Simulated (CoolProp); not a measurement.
Tetrahydrofuran along the isotherm 407.7 K: density (kg/m³) from the reference equation and from simpler models built on Tc = 540.2 K, pc = 53.04 bar, ω = 0.234; each cubic takes its own stable root.

Model: reference Helmholtz-energy equation of state, Fiedler 2023, in CoolProp.

```tsv
p (bar)	phase	reference
0.252	gas	0.5381
0.573	gas	1.230
1.3	gas	2.823
2.97	gas	6.637
6.75	liquid	750.3
15.4	liquid	752.2
35	liquid	756.4
79.6	liquid	765.2
```

Question: How far does each simpler model (van der Waals, Redlich-Kwong, Peng-Robinson) lie from the reference over these 8 states: mean and median of the absolute difference, and the worst?

Answer: 
- van der Waals: mean 33.6 %, median 18.8 %, worst -97.9 % at 407.7 K and 6.75 bar
- Redlich-Kwong: mean 16.4 %, median 5.2 %, worst -97.9 % at 407.7 K and 6.75 bar
- Peng-Robinson: mean 2.3 %, median 2.1 %, worst +5.0 % at 407.7 K and 79.6 bar

At some of these states van der Waals, Redlich-Kwong gives the other phase, because its saturation line lies elsewhere.
